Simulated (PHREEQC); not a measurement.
## Ultrapure water in contact with air or piping

Synthetic water in mg/kgw, 25 °C, pH 5.7, pe 12.8:

| constituent | mg/kgw |
|---|---|
| Na | 0.0288 |
| K | 0.00165 |
| Ca | 0.0152 |
| Mg | 0.00305 |
| Cl | 0.0366 |
| S(6) as SO4 | 0.0302 |
| Alkalinity as HCO3 | 0.0367 |
| Br | 0.00128 |
| N(5) as NO3 | 0.00175 |
| F | 1.45e-05 |

Valence states are taken as typed.

Equilibrium calculation in PHREEQC: ion-association model, phreeqc.dat.

The ionic strength is 5.13e-6 mol/kgw and the charge-balance error comes out as 0.0 %.

```csv
species,molality,activity,log γ
CO2,1.16e-5,1.16e-5,0.000
HCO3-,2.60e-6,2.59e-6,-0.001
H+,2.00e-6,1.99e-6,-0.001
Na+,1.25e-6,1.25e-6,-0.001
Cl-,1.03e-6,1.03e-6,-0.001
Ca+2,3.79e-7,3.75e-7,-0.005
SO4-2,3.14e-7,3.11e-7,-0.005
Mg+2,1.25e-7,1.24e-7,-0.005
K+,4.22e-8,4.21e-8,-0.001
NO3-,2.82e-8,2.82e-8,-0.001
Br-,1.60e-8,1.60e-8,-0.001
```

This is a speciation only: nothing precipitates in the calculation.
